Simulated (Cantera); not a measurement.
Input: 1 mol Pb, 4.6 mol CO, 13 mol H₂, equilibrated at 1.33 mbar.

Points: T (K) = 1000, 1050, 1100, 1150, 1200, 1250, 1300, 1350, 1400.

Cantera's Mixture.equilibrate('TP', solver="vcs", rtol=1e-11, max_steps=5000) on the NASA tables stopped like this:

```
ERROR: FAILURE its = 5001!

*******************************************************************************
CanteraError thrown by MultiPhase::equilibrate:
VCS solver failed. Return code: -1
*******************************************************************************
```

What got this run through?

This is not unique; one that fits is The failure is numerical, not chemical. The same input converged with solver="gibbs", rtol=1e-10, max_steps=50000, and the result passed a check of the equilibrium conditions:
```
log10 of partial pressures in bar; condensed amounts in mol
       T/K        H2        CO        Pb         H       H2O       CH4     C(gr)     Pb(L)
      1000    -3.012    -3.463    -4.791   -10.150    -6.879    -7.044  0.001457    0.7836
      1050    -3.022    -3.473    -4.332    -9.602    -7.237    -7.286 0.0004164    0.3637
      1100    -3.031    -3.482    -4.145    -9.103    -7.561    -7.506 8.208e-05         0
      1150    -3.031    -3.482    -4.145    -8.643    -7.823    -7.711         0         0
      1200    -3.031    -3.482    -4.145    -8.220    -8.028    -7.933         0         0
      1250    -3.031    -3.482    -4.145    -7.831    -8.214    -8.141         0         0
      1300    -3.031    -3.482    -4.145    -7.471    -8.377    -8.341         0         0
      1350    -3.031    -3.482    -4.145    -7.138    -8.512    -8.543         0         0
      1400    -3.031    -3.482    -4.145    -6.828    -8.615    -8.752         0         0
```

The gas is ideal and each condensed phase is pure.
